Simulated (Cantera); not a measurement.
Adiabatic ignition

An adiabatic, constant-volume homogeneous reactor starts with 5.00 % CH4, 20.0 % O2, 75.0 % N2, at 1250 K and 500000 Pa.

Model: GRI-Mech 3.0 (53 species, 325 reactions), integrated in Cantera.

```csv
t (s),T (K),P (bar),x CH4,x O2,x H2O2,x CO2,x C2H,x H2
1.00e-5,1250,5.00,0.0500,0.200,6.55e-10,<1e-12,<1e-12,4.82e-10
2.51e-5,1250,5.00,0.0500,0.200,3.45e-9,<1e-12,<1e-12,1.99e-9
6.31e-5,1250,5.00,0.0500,0.200,1.48e-8,2.94e-12,<1e-12,1.11e-8
0.000159,1250,5.00,0.0500,0.200,4.58e-8,9.21e-11,<1e-12,9.14e-8
0.000399,1250,5.00,0.0500,0.200,9.52e-8,4.05e-9,<1e-12,1.11e-6
0.00100,1251,5.00,0.0498,0.200,2.19e-7,6.51e-8,<1e-12,9.91e-6
0.00252,1258,5.03,0.0488,0.199,1.55e-6,1.47e-6,<1e-12,0.000118
0.00632,2493,10.0,<1e-12,0.0949,6.48e-7,0.0481,<1e-12,0.000569
0.0159,2478,9.95,<1e-12,0.0918,6.17e-7,0.0482,<1e-12,0.000541
0.0399,2477,9.94,<1e-12,0.0915,6.14e-7,0.0482,<1e-12,0.000539
0.100,2477,9.94,<1e-12,0.0915,6.14e-7,0.0482,<1e-12,0.000539
0.252,2477,9.94,<1e-12,0.0915,6.14e-7,0.0482,<1e-12,0.000539
0.634,2477,9.94,<1e-12,0.0915,6.14e-7,0.0482,<1e-12,0.000539
1.59,2477,9.94,<1e-12,0.0915,6.14e-7,0.0482,<1e-12,0.000539
4.00,2477,9.94,<1e-12,0.0915,6.14e-7,0.0482,<1e-12,0.000539
```
x: mole fraction; the columns are a selection and need not sum to one.

```json
{
 "time_of_steepest_temperature_rise": "3.67 ms",
 "temperature at 4.00 s": "2477 K",
 "equilibrium_temperature": "2477 K",
 "x(CH4) at 4.00 s": "<1e-12 (gas-phase equilibrium <1e-12)",
 "x(O2) at 4.00 s": "0.0915 (gas-phase equilibrium 0.0915)",
 "x(H2O2) at 4.00 s": "6.14e-7 (gas-phase equilibrium 6.14e-7)"
}
```
